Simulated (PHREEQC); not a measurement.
Make-up at 25 °C: 64 mmol/kgw HF, 15 mmol/kgw NH4F and 0.00026 mmol/kgw H4SiO4. Closed to the air; pH follows from the charge balance.

Model: ion-association model, wateq4f.dat, run in PHREEQC.

No solid was allowed to form.

Q: Order these F species by the share of F that they hold, largest first: HF, HF2-, F-, H2F2.

A: HF (60 %), F- (19 %), H2F2 (15 %), HF2- (6.9 %)

The pH is 2.62 and the ionic strength 0.0177 mol/kgw. Species that the database lacks are ignored. wateq4f.dat counts part of the HF as a dimer, H2F2, which phreeqc.dat doesn't know; its constant is uncertain. SiF6-2 is the database's only silicon fluoride.
